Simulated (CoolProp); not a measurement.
A single-stage vapour-compression cycle with the fluid: evaporating at 280.15 K (dew point), condensing at 339.15 K (bubble point), superheat 10 K, subcooling 0 K, compressor efficiency 0.85, no pressure losses. The same conditions are run with several fluids, on thermodynamics alone (safety and materials aside).

Values from CoolProp's reference Helmholtz-energy equation of state of each fluid (R1336mzz(E): Akasaka 2023; vinyl chloride: Thol 2022; chloromethane (R40): Thol 2014; R236EA: Rui 2013; R22: Kamei 1995; isobutene: Lemmon 2005).

**Question.** Rank R1336mzz(E), vinyl chloride, chloromethane (R40), R236EA, R22, isobutene by cooling COP, highest first.

**Answer.** vinyl chloride (3.22), chloromethane (R40) (3.15), isobutene (3.02), R236EA (2.82), R22 (2.75), R1336mzz(E) (2.73)

| fluid | pressure ratio | discharge temperature (K) | refrigerating effect (kJ/kg) | volumetric capacity (kJ/m³) |
|---|---|---|---|---|
| R1336mzz(E) | 6.84 | 339.9 | 87.4 | 607 |
| vinyl chloride | 5.16 | 386.2 | 254 | 1530 |
| chloromethane (R40) | 4.95 | 412.2 | 306 | 2260 |
| R236EA | 6.74 | 340.4 | 97.6 | 671 |
| R22 | 4.44 | 380.0 | 128 | 3210 |
| isobutene | 5.29 | 351.4 | 249 | 1040 |
